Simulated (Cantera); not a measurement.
A Cantera script and what it prints.

```python
import numpy as np
import cantera as ct

gas_names = """
    C CN CO CO2 C2 CCN CNC C2N2 C2O C3 C3O2 C4 C4N2 C5 N NCO NO NO2 NO3 N2 N2O O O2 O3 Si SiC SiC2 SiN
    SiO SiO2 Si2 Si2C Si2N Si3
""".split()
cond_names = """
    C(gr) Si(cr) Si(L) SiC(b) SiO2(Lqz) SiO2(hqz) SiO2(L) Si2N2O(s) Si3N4(a)
""".split()


# ... load() reads the species with a 1 bar reference pressure and builds the phases ...
atoms = {
    'Si': {'Si': 1},
    'CO2': {'C': 1, 'O': 2},
    'N2': {'N': 2},
}
top_T = {'C(gr)': 4500, 'SiC(b)': 3050, 'Si2N2O(s)': 2100, 'Si3N4(a)': 2400}  # K; cautious upper limits of use, not melting points


# ... equilibrate(T, P, feed) seeds the gas with the atoms and calls Mixture.equilibrate('TP', solver="vcs", rtol=1e-11, max_steps=5000) ...
results = []
feed = {'Si': 1, 'CO2': 0.18, 'N2': 25}  # mol
P = 1500  # Pa
for T in [1673, 1698, 1723, 1748, 1773, 1798, 1823]:
    mix = equilibrate(T, P, feed)
    results.append((T, P, feed, dict(zip(mix.species_names, mix.species_moles))))

top = {s: max(r[3][s] / sum(r[3][g] for g in gas_names) for r in results) for s in gas_names}
cols = sorted((s for s in top if top[s] > 0.001), key=lambda s: -top[s])[:7]
seen = [c for c in cond_names if any(r[3].get(c, 0) > 1e-12 for r in results)]
print("log10 of partial pressures in bar; condensed amounts in mol")
print(f"{'T/K':>10s}" + "".join(f"{s[:9]:>10s}" for s in cols + seen))
for T, P, feed, n in results:
    ng = sum(n[g] for g in gas_names)
    print(f"{T:10.4g}" + "".join(f"{np.log10(max(n[s] / ng * P / 1e5, 1e-99)):10.3f}" for s in cols)
          + "".join(f"{n.get(c, 0):10.4g}" for c in seen))
```

Output:

```
log10 of partial pressures in bar; condensed amounts in mol
       T/K        N2       SiO        CO    SiC(b) Si2N2O(s)  Si3N4(a)
      1673    -1.825    -4.822    -4.575    0.1364    0.2917   0.08517
      1698    -1.826    -4.559    -4.505    0.1286    0.2632   0.09976
      1723    -1.826    -4.302    -4.437    0.1198    0.2178    0.1207
      1748    -1.828    -4.054    -4.371    0.1097    0.1438    0.1519
      1773    -1.830    -3.812    -4.308   0.09827    0.0221    0.1997
      1798    -1.830    -3.750    -4.417    0.1163         0    0.1944
      1823    -1.830    -3.725    -4.559    0.1339         0    0.1813
```

Equilibrium computed with Cantera from the NASA thermochemical tables; the gas is ideal and each condensed phase is pure. Mutual solubility and eutectic melting of coexisting phases are not modelled. The tables' values for SiN are old estimates; treat these amounts as uncertain.
